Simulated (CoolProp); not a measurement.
Vapour-liquid equilibrium of CHF3 (R23) (1) + R227EA (2) at -97.45 °C; x and y are mole fractions of (1).

The numbers come from the multi-fluid Helmholtz-energy mixture model, Penoncello 2003 and Lemmon 2016; pair parameters Bell 2016 in CoolProp.

### Question
Give the bubble pressure and the first vapour's composition at x = 0.15, 0.75, 0.95. Is there an azeotrope?

### Answer
x = 0.15: 0.008047 MPa, y = 0.959; x = 0.75: 0.03022 MPa, y = 0.995; x = 0.95: 0.03608 MPa, y = 0.999. No azeotrope shows between x = 0.05 and 0.95.

Pair parameters are fitted to limited data, so mixtures are less certain than the pure fluids.
